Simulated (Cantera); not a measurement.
Thermodynamics of hydrogen reduction and annealing atmospheres, feed FeS₂ + H₂ + N₂

Feed: 1 mol FeS₂, 33 mol H₂, 4 mol N₂, equilibrated at 1575 K and 60000 Pa.

Equilibrium computed with Cantera from the NASA thermochemical tables; the gas is ideal and each condensed phase is pure. Candidate condensed phases: Fe, FeS, FeS₂, S; 16 gas species. FeS: taken at fixed stoichiometry. Kinetics and transport are ignored.

- x(H₂): 0.865
- x(N₂): 0.108
- x(H₂S): 0.0262
- x(SH): 0.000305
- x(S₂): 0.000232
- x(H): 4.99e-5
- x(NH₃): 7.93e-6
- x(S): 1.83e-6
- n(FeS(l)): 1.000 mol
- gas amount: 37.02 mol
- log10 activity of Fe(γ) (absent): -0.26
- log10 activity of S(l) (absent): -3.21
